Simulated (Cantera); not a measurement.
A perfectly stirred reactor is fed with 1.33 % C₂H₆, 98.7 % H₂, at 20.0 Torr; it is held at 1000 K, and followed from long to short residence time.

Detailed kinetics in Cantera: GRI-Mech 3.0 (53 species, 325 reactions). GRI-Mech 3.0 stops at C3 and has no aromatics, soot or wall deposition, so with more carbon than oxygen in the feed, carbon stays in small species such as C2H2 where larger ones or solid carbon would form. Radical loss at walls, strong at low pressure, is not modelled.

One state of this run: x C₂H₆ = 0.0131; x H₂ = 0.987; x C₂H₂ = 2.60e-8; x CH₄ = 1.84e-5; x C₂H = <1e-12; x C₂H₄ = 0.000238. x: mole fraction; the columns are a selection and need not sum to one.

Question: Which value of τ (s) does it belong to?
A. 0.21
B. 0.0016
C. 0.00014
D. 8.0

Answer: A, 0.21
